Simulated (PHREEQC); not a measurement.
PHREEQC input (ion-association model, wateq4f.dat):

```
SOLUTION_MASTER_SPECIES
  An  An-  0  An  62.0  # stands for a non-complexing anion
SOLUTION_SPECIES
  An- = An-
    -log_k 0
    -gamma 3.0 0
PHASES
  Fix_H+
    H+ = H+
    -log_k 0
SOLUTION 1
  temp 25
  units mmol/kgw
  pH 7 charge
  S(6) 0.01
  Ag 0.02
  Na 10
  An 10
END
SELECTED_OUTPUT 1
  -reset false
  -pH true
  -pe true
  -ionic_strength true
  -water true
  -totals Ag Na S S(-2) S(6)
  -molalities Hfo_wOH Hfo_wOH2+ Hfo_wO- Hfo_sOH Hfo_sOH2+ Hfo_sO- Hfo_wSO4- Hfo_wOHSO4-2 Hfo_sOAg Hfo_wOAg
  -saturation_indices Ag2O Ag2SO4 Mirabilite
USER_PUNCH 1
  -headings sigma psi
  10 PUNCH EDL("sigma", "Hfo"), EDL("psi", "Hfo")
PRINT
  -reset false
USE solution 1
SURFACE 1
  Hfo_wOH 2.47191e-05 600 0.011
  Hfo_sOH 6.17978e-07
EQUILIBRIUM_PHASES 1
  Fix_H+ -4 HAn 10
    -force_equality true
  O2(g) -0.68 10
END
# ... the last block is repeated for the other 12 points of pH, with NaOH or the acid as the point needs
```

Selected output (columns that matter, 9 of 13 rows; pH added in front):

```
pH	mu	Ag	Na	S	m_Hfo_wOH	m_Hfo_wOH2+	m_Hfo_wO-	m_Hfo_sOH	m_Hfo_sOH2+	m_Hfo_sO-	si_Ag2O	si_Mirabilite	sigma	psi
4	0.010135	2e-05	0.01	2.5809e-06	2.1283e-06	1.5165e-05	6.8428e-09	7.5994e-08	5.4148e-07	2.4433e-10	-14.068	-8.7589	0.097334	0.14417
5	0.010038	1.9992e-05	0.01	5.1825e-06	7.9082e-06	1.1873e-05	1.2067e-07	2.4226e-07	3.637e-07	3.6967e-09	-12.068	-8.4524	0.066462	0.12503
5.5	0.010032	1.9964e-05	0.01	6.8957e-06	1.2145e-05	9.0985e-06	3.7136e-07	3.2728e-07	2.4519e-07	1.0008e-08	-11.069	-8.328	0.052653	0.11331
6	0.01003	1.9881e-05	0.01	8.4665e-06	1.5915e-05	6.3565e-06	9.1281e-07	3.4364e-07	1.3725e-07	1.971e-08	-10.073	-8.2388	0.040207	0.09989
7	0.01003	1.9539e-05	0.01	9.9148e-06	1.8782e-05	3.5748e-06	2.2606e-06	1.3239e-07	2.5199e-08	1.5935e-08	-8.0882	-8.1702	0.016967	0.059776
8	0.01003	1.9242e-05	0.010002	9.9987e-06	1.8848e-05	2.9019e-06	2.8044e-06	1.7986e-08	2.7692e-09	2.6761e-09	-6.1016	-8.1664	0.0013908	0.006068
8.5	0.010033	1.8888e-05	0.010005	9.9999e-06	1.8582e-05	2.6449e-06	2.9906e-06	5.9481e-09	8.4664e-10	9.573e-10	-5.1179	-8.1661	-0.0050601	-0.021493
9	0.010041	1.7942e-05	0.010014	1e-05	1.7813e-05	2.2933e-06	3.1697e-06	1.9982e-09	2.5725e-10	3.5556e-10	-4.1631	-8.1654	-0.012816	-0.048491
10	0.010142	1.2275e-05	0.010122	1e-05	1.2935e-05	1.0598e-06	3.6167e-06	2.9564e-10	2.4223e-11	8.266e-11	-2.5003	-8.1574	-0.037383	-0.096038
```
